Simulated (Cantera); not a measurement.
An adiabatic, constant-volume homogeneous reactor starts with 21.0 % H₂, 16.2 % O₂, 60.7 % N₂, 2.10 % H₂O, equivalence ratio 0.65, at 1425 K and 1.00 bar.

Computed with Cantera and GRI-Mech 3.0 (53 species, 325 reactions).

Q: Predict: time of steepest temperature rise; temperature at 0.500 s; equilibrium temperature; x(H₂) at 0.500 s; x(O₂) at 0.500 s; x(H₂O) at 0.500 s; x(N₂O) at 0.500 s; x(H₂O₂) at 0.500 s; x(H) at 0.500 s; x(NO) at 0.500 s.

A: 
| Property | Result |
|---|---|
| time of steepest temperature rise | 17.7 µs |
| temperature at 0.500 s | 2776 K |
| equilibrium temperature | 2776 K |
| x(H₂) at 0.500 s | 0.0145 (gas-phase equilibrium 0.0145) |
| x(O₂) at 0.500 s | 0.0513 (gas-phase equilibrium 0.0513) |
| x(H₂O) at 0.500 s | 0.220 (gas-phase equilibrium 0.220) |
| x(N₂O) at 0.500 s | 1.10e-6 (gas-phase equilibrium 1.10e-6) |
| x(H₂O₂) at 0.500 s | 8.02e-7 (gas-phase equilibrium 8.02e-7) |
| x(H) at 0.500 s | 0.00683 (gas-phase equilibrium 0.00683) |
| x(NO) at 0.500 s | 0.0161 (gas-phase equilibrium 0.0161) |
